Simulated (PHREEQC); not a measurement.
Make-up at 25 °C: 0.006 mol/kgw Na2B4O7. Closed to the air; pH follows from the charge balance.

Computed with PHREEQC (ion-association model, phreeqc.dat).

No solid was allowed to form.

Estimate the pH.

pH 9.19.

In which forms is B present?

H3BO3 50 %, H2BO3- 50 % of the B.
